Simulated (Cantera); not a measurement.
Mixture: 10.9 % CH4, 1.42 % C2H6, 0.841 % C3H8, 18.2 % O2, 68.6 % N2, at 0.560 bar, adiabatic and at constant volume. Ignition delay is the time to a rise of 400 K.

Detailed kinetics in Cantera: GRI-Mech 3.0 (53 species, 325 reactions).

Task: At T0 = 1550 K, what is the delay, and which 6 reactions control it most (d ln τ / d ln k, from doubling and halving each rate constant)?

Result: The delay is 0.148 ms.
| reaction | d ln τ / d ln k | faster rate |
|---|---|---|
| H + O2 <=> O + OH | -0.45 | shortens it |
| C2H5 + CH3 (+M) <=> C3H8 (+M) | -0.25 | shortens it |
| CH3 + HO2 <=> CH3O + OH | -0.24 | shortens it |
| CH4 + H <=> CH3 + H2 | 0.23 | lengthens it |
| C2H5 + O2 <=> C2H4 + HO2 | -0.20 | shortens it |
| CH4 + OH <=> CH3 + H2O | 0.15 | lengthens it |
